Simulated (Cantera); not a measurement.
Input (Python, Cantera):

```python
import numpy as np
import cantera as ct

gas = ct.Solution("gri30.yaml")


def delay(T, t_max=10):
    gas.TPX = T, 500000, {'CH4': 1, 'CO': 0.24, 'O2': 1.41, 'N2': 5.31, 'CO2': 0.38}
    reactor = ct.IdealGasConstPressureReactor(gas, clone=False)
    net = ct.ReactorNet([reactor])
    net.rtol, net.atol = 1e-8, 1e-16
    while net.time < t_max:
        t_old, T_old = net.time, reactor.T
        net.step()
        if reactor.T > T + 400:  # ignition: a rise of 400 K
            return t_old + (T + 400 - T_old) / (reactor.T - T_old) * (net.time - t_old)
    return np.nan


taus = []
for T in [1298, 1348, 1398, 1448, 1498, 1548, 1598, 1648, 1698]:
    taus.append(delay(T))
    print(f"T0 = {T:6g} K   tau = {taus[-1]:.4e} s")
```

Result:

```
T0 =   1298 K   tau = 4.9402e-03 s
T0 =   1348 K   tau = 2.6686e-03 s
T0 =   1398 K   tau = 1.4802e-03 s
T0 =   1448 K   tau = 8.4136e-04 s
T0 =   1498 K   tau = 4.8980e-04 s
T0 =   1548 K   tau = 2.9223e-04 s
T0 =   1598 K   tau = 1.7897e-04 s
T0 =   1648 K   tau = 1.1271e-04 s
T0 =   1698 K   tau = 7.3081e-05 s
```

Computed with Cantera and GRI-Mech 3.0 (53 species, 325 reactions).
